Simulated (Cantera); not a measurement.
A Cantera script and what it prints.

```python
import numpy as np
import cantera as ct

gas_names = """
    CL CL2 H HCL H2 Si SiCL SiCL2 SiCL3 SiCL4 SiH SiHCL3 SiH2 SiH2CL2 SiH3 SiH3CL SiH4 Si2 Si3
""".split()
cond_names = """
    Si(cr) Si(L)
""".split()


# ... load() reads the species with a 1 bar reference pressure and builds the phases ...
atoms = {
    'SiH2Cl2': {'Si': 1, 'H': 2, 'CL': 2},
    'H2': {'H': 2},
}
top_T = {}  # K; cautious upper limits of use, not melting points


# ... equilibrate(T, P, feed) seeds the gas with the atoms and calls Mixture.equilibrate('TP', solver="vcs", rtol=1e-11, max_steps=5000) ...
results = []
feed = {'SiH2Cl2': 1, 'H2': 240}  # mol
P = 1333.22  # Pa
for T in [800, 850, 900, 950, 1000, 1050, 1100, 1150, 1200, 1250, 1300]:
    mix = equilibrate(T, P, feed)
    results.append((T, P, feed, dict(zip(mix.species_names, mix.species_moles))))

top = {s: max(r[3][s] / sum(r[3][g] for g in gas_names) for r in results) for s in gas_names}
cols = sorted((s for s in top if top[s] > 0.0001), key=lambda s: -top[s])[:5]
seen = [c for c in cond_names if any(r[3].get(c, 0) > 1e-12 for r in results)]
print("log10 of partial pressures in bar; condensed amounts in mol")
print(f"{'T/K':>10s}" + "".join(f"{s[:9]:>10s}" for s in cols + seen))
for T, P, feed, n in results:
    ng = sum(n[g] for g in gas_names)
    print(f"{T:10.4g}" + "".join(f"{np.log10(max(n[s] / ng * P / 1e5, 1e-99)):10.3f}" for s in cols)
          + "".join(f"{n.get(c, 0):10.4g}" for c in seen))
```

It prints:

```
log10 of partial pressures in bar; condensed amounts in mol
       T/K        H2       HCL     SiCL4    SiHCL3     SiCL2    Si(cr)
       800    -1.877    -4.736    -4.818    -5.002    -7.584    0.5328
       850    -1.877    -4.483    -4.899    -5.073    -7.013    0.6046
       900    -1.877    -4.277    -5.045    -5.191    -6.544    0.7024
       950    -1.878    -4.125    -5.298    -5.390    -6.188    0.8112
      1000    -1.878    -4.032    -5.704    -5.702    -5.956    0.8985
      1050    -1.879    -3.992    -6.244    -6.114    -5.834     0.943
      1100    -1.879    -3.979    -6.827    -6.558    -5.771    0.9579
      1150    -1.879    -3.976    -7.393    -6.988    -5.731    0.9615
      1200    -1.879    -3.975    -7.920    -7.389    -5.699    0.9614
      1250    -1.879    -3.976    -8.408    -7.760    -5.672    0.9601
      1300    -1.879    -3.976    -8.859    -8.102    -5.648    0.9585
```

Method: chemical equilibrium by Gibbs-energy minimisation in Cantera with the NASA 1993 tables (ideal gas, pure condensed phases). The tables' values for SiCl3 are old estimates; treat these amounts as uncertain.
